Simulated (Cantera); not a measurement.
Input (Python, Cantera) and output of one run.

```python
import numpy as np
import cantera as ct

gas_names = """
    C CN CO CO2 C2 CCN CNC C2N2 C2O C3 C3O2 C4 C4N2 C5 N NCO NO NO2 NO3 N2 N2O O O2 O3 Si SiC SiC2 SiN
    SiO SiO2 Si2 Si2C Si2N Si3
""".split()
cond_names = """
    C(gr) Si(cr) Si(L) SiC(b) SiO2(Lqz) SiO2(hqz) SiO2(L) Si2N2O(s) Si3N4(a)
""".split()


def load(file, names, dense=False):
    # The tables refer to 1 bar. Condensed volumes are neglected.
    table = {s.name: s for s in ct.Species.list_from_file(file)}
    out = []
    for n in names:
        d = dict(table[n].input_data)
        d["thermo"] = dict(d["thermo"], **{"reference-pressure": 1e5})
        if dense:
            d["equation-of-state"] = {"model": "constant-volume", "density": "1e6 g/cm^3"}
        out.append(ct.Species.from_dict(d))
    return out


gas = ct.Solution(thermo="ideal-gas", species=load("nasa_gas.yaml", gas_names))
cond = {s.name: ct.Solution(thermo="fixed-stoichiometry", species=[s], name=s.name)
        for s in load("nasa_condensed.yaml", cond_names, dense=True)}
atoms = {
    'SiO2': {'Si': 1, 'O': 2},
    'C': {'C': 1},
    'N2': {'N': 2},
}
top_T = {'C(gr)': 4500, 'SiC(b)': 3050, 'Si2N2O(s)': 2100, 'Si3N4(a)': 2400}  # K; cautious upper limits of use, not melting points


def equilibrate(T, P, feed):
    n = {}
    for name, mol in feed.items():
        for a, k in atoms[name].items():
            n[a] = n.get(a, 0.0) + k * mol
    gas.TPX = T, P, n
    mass = sum(n.values()) * gas.mean_molecular_weight
    gas.equilibrate("TP")
    valid = [c for c in cond.values() if c.min_temp <= T <= top_T.get(c.name, c.max_temp)]
    mix = ct.Mixture([(gas, mass / gas.mean_molecular_weight)] + [(c, 0.0) for c in valid])
    mix.T, mix.P = T, P
    mix.equilibrate("TP", solver="vcs", rtol=1e-11, max_steps=5000)
    return mix


results = []
feed = {'SiO2': 1, 'C': 7.9, 'N2': 1.8}  # mol
T = 2248.15  # K
P = 101325  # Pa
mix = equilibrate(T, P, feed)
results.append((T, P, feed, dict(zip(mix.species_names, mix.species_moles))))
print(gas.report(threshold=0.001))
for i in range(1, mix.n_phases):
    print(f"{mix.phase(i).name:16s} {mix.phase_moles(i):12.5e} mol")
```

Output:

```
       temperature   2248.2 K
          pressure   1.0132e+05 Pa
           density   0.15255 kg/m^3
  mean mol. weight   28.142 kg/kmol
   phase of matter   gas

                          1 kg             1 kmol
                     ---------------   ---------------
          enthalpy        2.6354e+05        7.4165e+06  J
   internal energy       -4.0068e+05       -1.1276e+07  J
           entropy            9449.6        2.6593e+05  J/K
    Gibbs function       -2.0981e+07       -5.9043e+08  J
 heat capacity c_p            1298.5             36541  J/K
 heat capacity c_v              1003             28227  J/K

                      mass frac. Y      mole frac. X     chem. pot. / RT
                     ---------------   ---------------   ---------------
                CO            0.5158           0.51823           -34.665
                N2           0.47148           0.47363           -28.076
               SiO          0.012584          0.008033           -40.271
     [  +31 minor]        0.00013513        0.00010922

C(gr)             4.96128e+00 mol
Si(L)             0.00000e+00 mol
SiC(b)            9.69095e-01 mol
SiO2(L)           0.00000e+00 mol
Si3N4(a)          0.00000e+00 mol
```

Method: chemical equilibrium by Gibbs-energy minimisation in Cantera with the NASA 1993 tables (ideal gas, pure condensed phases).
